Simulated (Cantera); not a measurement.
Cantera run, input and output.

```python
import numpy as np
import cantera as ct

gas = ct.Solution("gri30.yaml")


def delay(T, t_max=10):
    gas.TPX = T, 3100000, {'CH4': 1, 'C2H6': 0.16, 'O2': 1.83, 'N2': 6.88}
    reactor = ct.IdealGasReactor(gas, clone=False)
    net = ct.ReactorNet([reactor])
    net.rtol, net.atol = 1e-8, 1e-16
    while net.time < t_max:
        t_old, T_old = net.time, reactor.T
        net.step()
        if reactor.T > T + 400:  # ignition: a rise of 400 K
            return t_old + (T + 400 - T_old) / (reactor.T - T_old) * (net.time - t_old)
    return np.nan


taus = []
for T in [1175, 1225, 1275, 1325, 1375, 1425, 1475]:
    taus.append(delay(T))
    print(f"T0 = {T:6g} K   tau = {taus[-1]:.4e} s")
```

It prints:

```
T0 =   1175 K   tau = 4.4574e-04 s
T0 =   1225 K   tau = 2.3243e-04 s
T0 =   1275 K   tau = 1.2954e-04 s
T0 =   1325 K   tau = 7.6455e-05 s
T0 =   1375 K   tau = 4.7327e-05 s
T0 =   1425 K   tau = 3.0441e-05 s
T0 =   1475 K   tau = 2.0177e-05 s
```

Model: GRI-Mech 3.0 (53 species, 325 reactions), integrated in Cantera. The pressure lies above the range GRI-Mech 3.0 was tuned for (to about 10 atm).
